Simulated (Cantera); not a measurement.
Standard-state values (1 bar) from the NASA 1993 polynomials, evaluated with Cantera. Values are per mole of reaction as written; species without (g) are pure solids or liquids, kept so even where they would boil at 1 bar.

2 C + O2(g) = 2 CO(g)

| T (K) | ΔH° (kJ) | ΔS° (J/K) | ΔG° (kJ) | log10 K |
|---|---|---|---|---|
| 1350 | -228.4 | 172.8 | -461.7 | 17.86 |
| 1450 | -229.8 | 171.9 | -478.9 | 17.25 |
| 1550 | ___ | ___ | ___ | ___ |
| 1650 | -232.6 | 170.0 | -513.1 | 16.24 |
| 1750 | -234.0 | 169.2 | -530.1 | 15.82 |
| 1850 | -235.5 | 168.3 | -547.0 | 15.44 |
| 1950 | ___ | ___ | ___ | ___ |
| 2050 | -238.6 | 166.7 | -580.5 | 14.79 |
| 2150 | -240.2 | 166.0 | -597.1 | 14.51 |
| 2250 | ___ | ___ | ___ | ___ |

Problem. What belongs in the gaps?

Solution. 
- 1550, ΔH° (kJ): -231.1
- 1550, ΔS° (J/K): 170.9
- 1550, ΔG° (kJ): -496.1
- 1550, log10 K: 16.72
- 1950, ΔH° (kJ): -237.1
- 1950, ΔS° (J/K): 167.5
- 1950, ΔG° (kJ): -563.7
- 1950, log10 K: 15.10
- 2250, ΔH° (kJ): -241.8
- 2250, ΔS° (J/K): 165.2
- 2250, ΔG° (kJ): -613.7
- 2250, log10 K: 14.25
